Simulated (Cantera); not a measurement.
## Thermodynamics of silicon carbide growth, feed SiH₂Cl₂ + C₃H₈ + H₂

Charge: 1 mol SiH₂Cl₂, 0.0038 mol C₃H₈, 27 mol H₂, held at 0.133 bar.

These are equilibrium values from Cantera (NASA tables, ideal gas, pure condensed phases), not measurements of a reactor. Candidate condensed phases: C, C₆H₆, C₇H₈, C₈H₁₈, Si, SiC; 109 gas species. Mutual solubility and eutectic melting of coexisting phases are not modelled. The tables' values for SiCl, SiCl₃ are old estimates; treat these amounts as uncertain. Gases not in the tables: Si₂H₆ and higher silanes. Equilibrium is a limit: real reactors are often held back by kinetics, nucleation or transport.

From 1923 K to 2223 K the condensed part is Si(l) + SiC(s). From 2273 K to 2323 K the condensed part is Si(l). The main Si-bearing gas is SiCl₂ at 1923 K and Si at 2323 K. The share of Si in condensed phases is highest at 1973 K (76.4 %) and lowest at 2323 K (46.4 %).

| T (K) | x H₂ | x HCl | x H | x Si | x SiCl₂ | x SiCl | x Cl | x SiH | n Si(l) | n SiC(s) |
|---|---|---|---|---|---|---|---|---|---|---|
| 1923 | 0.936 | 0.0528 | 0.00250 | 0.000127 | 0.00783 | 0.000111 | 0.000106 | 3.68e-5 | 0.750 | 0.0112 |
| 1973 | 0.935 | 0.0533 | 0.00357 | 0.000237 | 0.00752 | 0.000162 | 0.000152 | 6.04e-5 | 0.753 | 0.0111 |
| 2023 | 0.933 | 0.0537 | 0.00502 | 0.000427 | 0.00722 | 0.000231 | 0.000215 | 9.68e-5 | 0.752 | 0.0108 |
| 2073 | 0.930 | 0.0541 | 0.00695 | 0.000748 | 0.00692 | 0.000324 | 0.000298 | 0.000151 | 0.745 | 0.0102 |
| 2123 | 0.927 | 0.0543 | 0.00946 | 0.00128 | 0.00664 | 0.000446 | 0.000407 | 0.000232 | 0.729 | 0.00896 |
| 2173 | 0.923 | 0.0544 | 0.0127 | 0.00212 | 0.00635 | 0.000605 | 0.000546 | 0.000347 | 0.700 | 0.00669 |
| 2223 | 0.917 | 0.0543 | 0.0168 | 0.00345 | 0.00607 | 0.000807 | 0.000722 | 0.000510 | 0.652 | 0.00249 |
| 2273 | 0.909 | 0.0541 | 0.0219 | 0.00549 | 0.00578 | 0.00106 | 0.000942 | 0.000737 | 0.577 | 0 |
| 2323 | 0.899 | 0.0536 | 0.0283 | 0.00855 | 0.00549 | 0.00137 | 0.00121 | 0.00104 | 0.464 | 0 |
x: gas mole fraction; n: condensed amount in mol.
